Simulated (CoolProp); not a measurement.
Saturation properties of octamethyltrisiloxane (MDM).

The numbers come from the reference Helmholtz-energy equation of state, Thol 2017 in CoolProp.

```
T (K)    p (MPa)  liquid density (kg/m³)  vapour density (kg/m³)  surface tension (mN/m)
-----  ---------  ----------------------  ----------------------  ----------------------
278.3  0.0001208                   835.0                 0.01236                    18.4
282.7  0.0001691                   830.7                 0.01703                    18.0
287    0.0002320                   826.4                       ?                    17.6
291.4  0.0003168                   822.0                       ?                    17.2
295.8          ?                   817.6                 0.04116                    16.8
300.2  0.0005704                   813.2                 0.05413                    16.4
304.6  0.0007531                   808.8                       ?                    16.0
308.9  0.0009784                       ?                 0.09031                       ?
313.3          ?                   799.9                  0.1153                    15.2
```

### Question
Some entries are withheld; supply them.

### Answer

- 287, vapour density (kg/m³): 0.02301
- 291.4, vapour density (kg/m³): 0.03095
- 295.8, p (MPa): 0.0004274
- 304.6, vapour density (kg/m³): 0.07046
- 308.9, liquid density (kg/m³): 804.4
- 308.9, surface tension (mN/m): 15.6
- 313.3, p (MPa): 0.001267

It boils at 425.6 K under 1 atm.

Surface tension comes from a separate correlation (Mulero 2014), older than this fluid's equation and unchecked against measurements.
